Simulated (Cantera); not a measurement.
A closed system holds: 1 mol TiO₂, 0.2 mol HCl, 0.18 mol H₂, at 1375 °C and 0.100 bar.

Method: chemical equilibrium by Gibbs-energy minimisation in Cantera with the NASA 1993 tables (ideal gas, pure condensed phases). Candidate condensed phases: H₂O, Ti, TiCl₂, TiCl₃, TiCl₄, TiO, TiO₂, Ti₂O₃, Ti₃O₅, Ti₄O₇; 23 gas species. Mutual solubility and eutectic melting of coexisting phases are not modelled. Condensed phases not in the tables: Magnéli phases beyond Ti₄O₇. Equilibrium is a limit: real reactors are often held back by kinetics, nucleation or transport.

Base state: HCl 0.526, H₂ 0.454, H₂O 0.0197, H 0.000190, Cl 0.000173, TiCl₃ 5.58e-5, TiCl₄ 1.75e-5 (mole fractions); condensed: TiO₂(rutile) + Ti₄O₇(s).

Task: What changes in the equilibrium state with this change: temperature from 1375 °C to 1302 °C?

Result: 
```tsv
species	before	after
HCl	0.526	0.526
H₂	0.454	0.461
H₂O	0.0197	0.0125
H	0.000190	8.93e-5
TiCl₃	5.58e-5	7.67e-5
Cl	0.000173	8.08e-5
TiCl₄	1.75e-5	3.64e-5
TiO₂(rutile), mol	0.970	0.981
Ti₄O₇(s), mol	0.00744	0.00467
```
